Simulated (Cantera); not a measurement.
Feed: 1 mol (CH3)2SiCl2, 3 mol HCl, 22 mol H2, at 2025 °C and 4300 Pa.

Equilibrium computed with Cantera from the NASA thermochemical tables; the gas is ideal and each condensed phase is pure. Candidate condensed phases: C, C6H6, C7H8, C8H18, Si, SiC; 109 gas species. The feed counts by its element totals alone. The tables' values for SiCl, SiCl3 are old estimates; treat these amounts as uncertain. Gases not in the tables: Si2H6 and higher silanes. Kinetics and transport are ignored.

Base state: H2 0.791, HCl 0.147, H 0.0411, SiCl2 0.00689, Cl 0.00551, C2H2 (acetylene) 0.00338, Si 0.00304, SiCl 0.000888 (mole fractions); condensed: C(graphite) + SiC(s).

Question: What changes in the equilibrium state with this change: temperature from 2025 °C to 1627 °C?

Answer: 
```json
[
 {"species": "H2", "before": "0.791", "after": "0.827"},
 {"species": "HCl", "before": "0.147", "after": "0.165"},
 {"species": "H", "before": "0.0411", "after": "0.00348"},
 {"species": "SiCl2", "before": "0.00689", "after": "0.00330"},
 {"species": "SiC2", "before": "0.000417", "after": "2.76e-7"},
 {"species": "Si2C", "before": "0.000246", "after": "1.91e-7"},
 {"species": "C(graphite), mol", "before": "1.12", "after": "1.08"},
 {"species": "SiC(s), mol", "before": "0.641", "after": "0.902"}
]
```
The tables' values for SiCl3, SiCl are old estimates; treat these amounts as uncertain.
